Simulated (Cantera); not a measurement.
A freely propagating, adiabatic, planar premixed flame of H2 : O2 : N2 : H2O = 1 : 0.962 : 3.62 : 0.78 (molar parts), unburnt at 700 K and 100.0 Torr; mixture-averaged transport, grid criteria slope 0.08 and curve 0.16, no radiation.

Computed with Cantera and the H2/O2 subset of GRI-Mech 3.0, which has no nitrogen chemistry. Burning velocities carry a grid error of a few per cent, more on coarse grids. Lean hydrogen flames are cellular in practice and burn faster than this planar one.

Problem. What does this change do: inlet temperature 700 to 500 K?

Solution. 
| quantity | before | after |
|---|---|---|
| laminar burning velocity | 497 cm/s | 176 cm/s |
| thermal thickness | 6.11 mm | 4.77 mm |
| peak x(OH) | 0.00906 | 0.00607 |
| peak x(H) | 0.0276 | 0.0152 |
| peak x(H2O2) | 1.85e-6 | 1.18e-5 |

Problem. What does this change do: H2O 0.78 to 0.98 parts?

Solution. 
| quantity | before | after |
|---|---|---|
| laminar burning velocity | 497 cm/s | 459 cm/s |
| thermal thickness | 6.11 mm | 5.85 mm |
| peak x(OH) | 0.00906 | 0.00846 |
| peak x(H) | 0.0276 | 0.0246 |
| peak x(H2O2) | 1.85e-6 | 1.99e-6 |

Problem. What does this change do: H2 1 to 0.75 parts?

Solution. 
```csv
quantity,before,after
laminar burning velocity,497 cm/s,351 cm/s
thermal thickness,6.11 mm,5.62 mm
peak x(OH),0.00906,0.00548
peak x(H),0.0276,0.0144
peak x(H2O2),1.85e-6,2.17e-6
```
